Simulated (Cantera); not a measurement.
A closed system holds: 1 mol Fe₂O₃, 0.54 mol SO₂, 5.2 mol N₂, at 775 K and 1.00 bar.

Cantera equilibrium calculation (NASA polynomials, part measured and part estimated; ideal gas, pure solids and liquids). Candidate condensed phases: Fe, FeO, FeS, FeSO₄, FeS₂, Fe₂O₃, Fe₂(SO₄)₃, Fe₃O₄, S; 19 gas species. Equilibrium is a limit: real reactors are often held back by kinetics, nucleation or transport.

**Question.** What is the equilibrium state?

**Answer.** 
```
Quantity                                 Value
-----------------------------------  ---------
x(N₂)                                    0.906
x(SO₂)                                  0.0941
n(Fe₂O₃(s))                           1.00 mol
gas amount                           5.740 mol
log10 activity of FeSO₄(s) (absent)      -2.01
log10 activity of S(l) (absent)          -4.08
log10 activity of Fe(α) (absent)         -8.01
```
